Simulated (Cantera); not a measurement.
An adiabatic, constant-pressure homogeneous reactor starts with CH3OH : O2 : N2 = 1 : 1.79 : 6.71 (molar parts), equivalence ratio 0.84, at 1198 K and 1.01 bar. Integrator tolerance rtol = 1e-08.

Computed with Cantera and GRI-Mech 3.0 (53 species, 325 reactions). GRI-Mech 3.0 was tuned for natural gas; its chemistry of methanol as a main component is partial and can be far from experiment.

Question: What does this change do: initial temperature 1198 to 1325 K?

Answer: 
| quantity | before | after |
|---|---|---|
| time of steepest temperature rise | 10.2 ms | 1.60 ms |
| temperature at 0.100 s | 2543 K | 2596 K |
| equilibrium temperature | 2543 K | 2596 K |
| x(CH3OH) at 0.100 s | <1e-12 (gas-phase equilibrium <1e-12) | <1e-12 (gas-phase equilibrium <1e-12) |
| x(O2) at 0.100 s | 0.0330 (gas-phase equilibrium 0.0330) | 0.0343 (gas-phase equilibrium 0.0343) |
| x(HCN) at 0.100 s | 1.15e-10 (gas-phase equilibrium 1.15e-10) | 1.91e-10 (gas-phase equilibrium 1.91e-10) |
| x(CH2) at 0.100 s | <1e-12 (gas-phase equilibrium <1e-12) | <1e-12 (gas-phase equilibrium <1e-12) |
| x(HO2) at 0.100 s | 5.36e-6 (gas-phase equilibrium 5.36e-6) | 6.22e-6 (gas-phase equilibrium 6.22e-6) |
| x(H2O) at 0.100 s | 0.180 (gas-phase equilibrium 0.180) | 0.176 (gas-phase equilibrium 0.176) |
